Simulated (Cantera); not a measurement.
A freely propagating, adiabatic, planar premixed flame of 37.9 % H₂, 10.5 % O₂, 39.4 % N₂, 12.1 % H₂O, equivalence ratio 1.8, unburnt at 550 K and 13300 Pa; mixture-averaged transport, grid criteria slope 0.08 and curve 0.16, no radiation.

Detailed kinetics in Cantera: the H2/O2 subset of GRI-Mech 3.0, which has no nitrogen chemistry. Burning velocities carry a grid error of a few per cent, more on coarse grids.

Task: Predict: laminar burning velocity; thermal thickness; peak x(H₂O₂); peak x(H); peak x(HO₂).

Result: 
```json
{
 "laminar_burning_velocity": "537 cm/s",
 "thermal_thickness": "5.60 mm",
 "peak x(H₂O₂)": "2.54e-6",
 "peak x(H)": "0.0971",
 "peak x(HO₂)": "8.45e-5"
}
```
